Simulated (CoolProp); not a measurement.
R1132(E) along the isotherm 120.95 °C: fugacity coefficient from the reference equation and from simpler models built on Tc = 75.7 °C, pc = 5174 kPa, ω = 0.245; each cubic takes its own stable root.

Values from CoolProp's reference Helmholtz-energy equation of state, Akasaka 2024.

```csv
p (kPa),phase,reference
722,gas,0.9686
1440,gas,0.9378
2170,gas,0.9069
2890,gas,0.8770
3610,gas,0.8474
4330,gas,0.8183
5060,gas,0.7891
5780,supercritical,0.7608
6500,supercritical,0.7328
```

Q: How far does each simpler model (van der Waals, Redlich-Kwong, Peng-Robinson) lie from the reference over these 9 states: mean and median of the absolute difference, and the worst?

A: 
- van der Waals: mean 0.2 %, median 0.2 %, worst -0.7 % at 120.95 °C and 6500 kPa
- Redlich-Kwong: mean 0.8 %, median 0.8 %, worst -1.6 % at 120.95 °C and 6500 kPa
- Peng-Robinson: mean 1.7 %, median 1.8 %, worst -2.6 % at 120.95 °C and 6500 kPa
